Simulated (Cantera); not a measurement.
## Hydrocarbon pyrolysis for carbon deposition

An isothermal, constant-pressure homogeneous reactor starts with 10.8 % C₃H₈, 89.2 % H₂, at 1750 K and 0.987 atm.

Detailed kinetics in Cantera: GRI-Mech 3.0 (53 species, 325 reactions). GRI-Mech 3.0 was tuned for natural gas; its chemistry of propane as a main component is partial and can be far from experiment. GRI-Mech 3.0 stops at C3 and has no aromatics, soot or wall deposition, so with more carbon than oxygen in the feed, carbon stays in small species such as C2H2 where larger ones or solid carbon would form.

```json
[
 {"t (s)": "5.00e-6", "x C₃H₈": "0.0186", "x H₂": "0.819", "x CH₃": "0.0111", "x C₂H": "7.50e-8", "x CH₄": "0.0708"},
 {"t (s)": "2.19e-5", "x C₃H₈": "9.24e-5", "x H₂": "0.806", "x CH₃": "0.00178", "x C₂H": "1.54e-7", "x CH₄": "0.101"},
 {"t (s)": "9.62e-5", "x C₃H₈": "2.06e-7", "x H₂": "0.810", "x CH₃": "0.000539", "x C₂H": "8.31e-8", "x CH₄": "0.100"},
 {"t (s)": "0.000422", "x C₃H₈": "6.02e-8", "x H₂": "0.815", "x CH₃": "0.000436", "x C₂H": "1.08e-7", "x CH₄": "0.0974"},
 {"t (s)": "0.00185", "x C₃H₈": "2.28e-8", "x H₂": "0.820", "x CH₃": "0.000433", "x C₂H": "1.38e-7", "x CH₄": "0.0921"},
 {"t (s)": "0.00811", "x C₃H₈": "1.53e-8", "x H₂": "0.829", "x CH₃": "0.000368", "x C₂H": "1.50e-7", "x CH₄": "0.0772"},
 {"t (s)": "0.0356", "x C₃H₈": "6.01e-9", "x H₂": "0.849", "x CH₃": "0.000228", "x C₂H": "1.74e-7", "x CH₄": "0.0463"},
 {"t (s)": "0.156", "x C₃H₈": "2.55e-9", "x H₂": "0.862", "x CH₃": "0.000124", "x C₂H": "1.94e-7", "x CH₄": "0.0244"},
 {"t (s)": "0.684", "x C₃H₈": "2.33e-9", "x H₂": "0.863", "x CH₃": "0.000115", "x C₂H": "1.96e-7", "x CH₄": "0.0226"},
 {"t (s)": "3.00", "x C₃H₈": "2.33e-9", "x H₂": "0.863", "x CH₃": "0.000115", "x C₂H": "1.96e-7", "x CH₄": "0.0226"}
]
```
x: mole fraction; the columns are a selection and need not sum to one.

Equilibrium at this temperature and pressure: C₃H₈ 2.33e-9, H₂ 0.863, CH₃ 0.000115, C₂H 1.96e-7, CH₄ 0.0226 (gas phase only).
